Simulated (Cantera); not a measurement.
What does this Cantera script print?

```python
import numpy as np
import cantera as ct

gas_names = """
    H HNO HNO2 HNO3 HO2 H2 H2O H2O2 N NH NH2 NH3 NH2OH NO NO2 NO3 N2 N2H2 N2H4 N2O O OH O2 O3 V VN VO
    VO2
""".split()
cond_names = """
    H2O(s) H2O(L) V(cr) V(L) VN(s) VO(s) VO(L) V2O3(s) V2O3(L) V2O4(I) V2O4(II) V2O4(L) V2O5(s) V2O5(L)
""".split()


def load(file, names, dense=False):
    # The tables refer to 1 bar. Condensed volumes are neglected.
    table = {s.name: s for s in ct.Species.list_from_file(file)}
    out = []
    for n in names:
        d = dict(table[n].input_data)
        d["thermo"] = dict(d["thermo"], **{"reference-pressure": 1e5})
        if dense:
            d["equation-of-state"] = {"model": "constant-volume", "density": "1e6 g/cm^3"}
        out.append(ct.Species.from_dict(d))
    return out


gas = ct.Solution(thermo="ideal-gas", species=load("nasa_gas.yaml", gas_names))
cond = {s.name: ct.Solution(thermo="fixed-stoichiometry", species=[s], name=s.name)
        for s in load("nasa_condensed.yaml", cond_names, dense=True)}
atoms = {
    'V2O5': {'V': 2, 'O': 5},
    'H2': {'H': 2},
    'N2': {'N': 2},
}
top_T = {'VN(s)': 2300}  # K; cautious upper limits of use, not melting points


def equilibrate(T, P, feed):
    n = {}
    for name, mol in feed.items():
        for a, k in atoms[name].items():
            n[a] = n.get(a, 0.0) + k * mol
    gas.TPX = T, P, n
    mass = sum(n.values()) * gas.mean_molecular_weight
    gas.equilibrate("TP")
    valid = [c for c in cond.values() if c.min_temp <= T <= top_T.get(c.name, c.max_temp)]
    mix = ct.Mixture([(gas, mass / gas.mean_molecular_weight)] + [(c, 0.0) for c in valid])
    mix.T, mix.P = T, P
    mix.equilibrate("TP", solver="vcs", rtol=1e-11, max_steps=5000)
    return mix


results = []
T = 1973.15  # K
P = 4700  # Pa
for m in [4.8, 6.9, 10, 14, 21, 30, 43, 62, 90, 130, 190, 270, 390]:
    feed = {'V2O5': 1, 'H2': m, 'N2': 0.68}  # mol
    mix = equilibrate(T, P, feed)
    results.append((T, P, feed, dict(zip(mix.species_names, mix.species_moles))))

top = {s: max(r[3][s] / sum(r[3][g] for g in gas_names) for r in results) for s in gas_names}
cols = sorted((s for s in top if top[s] > 0.0001), key=lambda s: -top[s])[:8]
seen = [c for c in cond_names if any(r[3].get(c, 0) > 1e-12 for r in results)]
print("log10 of partial pressures in bar; condensed amounts in mol")
print(f"{'n(H2)':>10s}" + "".join(f"{s[:9]:>10s}" for s in cols + seen))
for T, P, feed, n in results:
    ng = sum(n[g] for g in gas_names)
    print(f"{feed['H2']:10.4g}" + "".join(f"{np.log10(max(n[s] / ng * P / 1e5, 1e-99)):10.3f}" for s in cols)
          + "".join(f"{n.get(c, 0):10.4g}" for c in seen))
```

It prints:

```
log10 of partial pressures in bar; condensed amounts in mol
     n(H2)        H2       H2O        N2         H       VO2        OH     VO(s)   V2O3(s)
       4.8    -1.622    -1.768    -2.236    -3.681    -4.350    -4.849         0    0.9974
       6.9    -1.520    -1.909    -2.377    -3.630    -4.471    -5.041         0    0.9972
        10    -1.456    -2.058    -2.525    -3.598    -4.578    -5.222         0    0.9969
        14    -1.418    -2.196    -2.664    -3.579    -4.666    -5.379         0    0.9965
        21    -1.388    -2.365    -2.833    -3.563    -4.766    -5.563         0    0.9959
        30    -1.370    -2.516    -2.984    -3.555    -4.850    -5.723         0    0.9951
        43    -1.358    -2.670    -3.137    -3.549    -4.933    -5.883         0    0.9941
        62    -1.350    -2.827    -3.294    -3.544    -5.016    -6.044         0    0.9928
        90    -1.345    -2.916    -3.454    -3.542    -5.062    -6.135    0.7135    0.6336
       130    -1.343    -2.972    -3.613    -3.541    -5.120    -6.192     1.975         0
       190    -1.339    -3.136    -3.777    -3.539    -5.288    -6.358     1.974         0
       270    -1.337    -3.288    -3.929    -3.538    -5.443    -6.511     1.972         0
       390    -1.335    -3.447    -4.089    -3.537    -5.604    -6.672     1.968         0
```

Equilibrium computed with Cantera from the NASA thermochemical tables; the gas is ideal and each condensed phase is pure. Mutual solubility and eutectic melting of coexisting phases are not modelled. VO: taken at fixed stoichiometry. Condensed phases not in the tables: the oxides between V2O3 and V2O5 other than VO2.
